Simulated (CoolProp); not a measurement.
A closed Brayton cycle with carbon dioxide: compressor inlet 318.15 K and 9.2 MPa, high pressure 23.7 MPa, turbine inlet 900 K, compressor efficiency 0.8, turbine efficiency 0.85, recuperator effectiveness 0.9 (on enthalpy, no pinch check). Each further row changes one setting.

The numbers come from the reference Helmholtz-energy equation of state, Span 1996 in CoolProp.

```json
[
 {"case": "as stated", "thermal efficiency (%)": "33.2", "net work (kJ/kg)": "91.3", "compressor to turbine work": "0.30", "compressor exit (K)": "378.5", "turbine exit (K)": "786.5"},
 {"case": "turbine inlet 850 K", "thermal efficiency (%)": "31.8", "net work (kJ/kg)": "83.3", "compressor to turbine work": "0.32", "compressor exit (K)": "378.5", "turbine exit (K)": "740.3"},
 {"case": "compressor inlet 328.15 K", "thermal efficiency (%)": "31.8", "net work (kJ/kg)": "80.4", "compressor to turbine work": "0.38", "compressor exit (K)": "405.0", "turbine exit (K)": "786.5"},
 {"case": "high pressure 20.1 MPa", "thermal efficiency (%)": "31.3", "net work (kJ/kg)": "78.3", "compressor to turbine work": "0.28", "compressor exit (K)": "367.6", "turbine exit (K)": "805.7"},
 {"case": "recuperator effectiveness 0.5", "thermal efficiency (%)": "19.5", "net work (kJ/kg)": "91.3", "compressor to turbine work": "0.30", "compressor exit (K)": "378.5", "turbine exit (K)": "786.5"}
]
```
